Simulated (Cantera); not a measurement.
Charge: 1 mol Si, 4.9 mol H2O, a varied amount of N2, at 1350 °C and 0.250 bar.

Equilibrium computed with Cantera from the NASA thermochemical tables; the gas is ideal and each condensed phase is pure. Candidate condensed phases: H2O, Si, SiO2, Si2N2O, Si3N4; 35 gas species. The tables hold silica as quartz up to 1696 K and as liquid above; real silica turns to tridymite and cristobalite and melts near 1996 K. Gases not in the tables: Si(OH)4. Kinetics and transport are ignored.

x: gas mole fraction; n: condensed amount in mol.

```json
[
 {"n(N2) (mol)": "1.5", "x N2": "0.234", "x H2O": "0.453", "x H2": "0.312", "x H": "7.74e-5", "x OH": "4.70e-6", "x NH3": "…", "n SiO2(β-quartz)": "1.000"},
 {"n(N2) (mol)": "3.4", "x N2": "0.410", "x H2O": "0.349", "x H2": "0.241", "x H": "6.80e-5", "x OH": "4.13e-6", "x NH3": "…", "n SiO2(β-quartz)": "1.000"},
 {"n(N2) (mol)": "7.8", "x N2": "0.614", "x H2O": "0.228", "x H2": "0.157", "x H": "5.49e-5", "x OH": "3.34e-6", "x NH3": "…", "n SiO2(β-quartz)": "1.000"},
 {"n(N2) (mol)": "18", "x N2": "0.786", "x H2O": "0.127", "x H2": "0.0873", "x H": "4.09e-5", "x OH": "2.49e-6", "x NH3": "…", "n SiO2(β-quartz)": "1.000"},
 {"n(N2) (mol)": "41", "x N2": "0.893", "x H2O": "0.0632", "x H2": "0.0436", "x H": "2.89e-5", "x OH": "1.76e-6", "x NH3": "…", "n SiO2(β-quartz)": "1.000"},
 {"n(N2) (mol)": "93", "x N2": "0.950", "x H2O": "0.0296", "x H2": "0.0204", "x H": "1.98e-5", "x OH": "1.20e-6", "x NH3": "…", "n SiO2(β-quartz)": "1.000"},
 {"n(N2) (mol)": "210", "x N2": "0.977", "x H2O": "0.0135", "x H2": "0.00930", "x H": "1.34e-5", "x OH": "8.11e-7", "x NH3": "…", "n SiO2(β-quartz)": "1.000"}
]
```

Problem. Fill in the missing entries.

Solution. 
- 1.5, x NH3: 9.29e-7
- 3.4, x NH3: 8.32e-7
- 7.8, x NH3: 5.38e-7
- 18, x NH3: 2.51e-7
- 41, x NH3: 9.44e-8
- 93, x NH3: 3.12e-8
- 210, x NH3: 9.74e-9
